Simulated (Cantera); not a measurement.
Feed: 1 mol CO2, 6.8 mol H2O, 0.45 mol O2, at 7.50 Torr.

Method: chemical equilibrium by Gibbs-energy minimisation in Cantera with the NASA 1993 tables (ideal gas, pure condensed phases). Candidate condensed phases: C, C6H6, C7H8, C8H18, H2O; 110 gas species. The numbers say what is thermodynamically allowed, not how fast it happens.

x: gas mole fraction; nothing condenses.

```tsv
T (K)	x H2O	x H	x O	x H2	x CO2	x OH	x O2	x CO
1273	0.824	9.77e-9	2.51e-7	1.88e-6	0.121	4.94e-5	0.0545	4.57e-7
1423	0.824	3.16e-7	3.14e-6	2.26e-5	0.121	0.000250	0.0545	7.52e-6
1573	0.823	…	…	…	0.121	…	0.0544	…
1723	0.821	5.46e-5	0.000133	0.000896	0.121	0.00274	0.0544	0.000462
1873	0.813	0.000386	0.000556	0.00358	0.118	0.00680	0.0552	0.00214
2023	0.792	0.00201	0.00193	0.0112	0.112	0.0148	0.0588	0.00738
2173	0.746	…	…	…	…	…	…	…
2323	0.661	0.0255	0.0161	0.0550	0.0753	0.0510	0.0807	0.0356
2473	0.529	0.0668	0.0389	0.0899	0.0499	0.0791	0.0942	0.0519
2623	0.360	0.146	0.0816	0.120	0.0281	0.104	0.0999	0.0609
2773	0.191	0.262	0.147	0.125	0.0134	0.110	0.0905	0.0605
2923	0.0736	0.388	0.223	0.0980	0.00568	0.0910	0.0665	0.0548
```

Complete the blanks.


- 1573, x H: 5.29e-6
- 1573, x O: 2.44e-5
- 1573, x H2: 0.000169
- 1573, x OH: 0.000928
- 1573, x CO: 7.21e-5
- 2173, x H: 0.00802
- 2173, x O: 0.00590
- 2173, x H2: 0.0276
- 2173, x CO2: 0.0977
- 2173, x OH: 0.0290
- 2173, x O2: 0.0674
- 2173, x CO: 0.0188
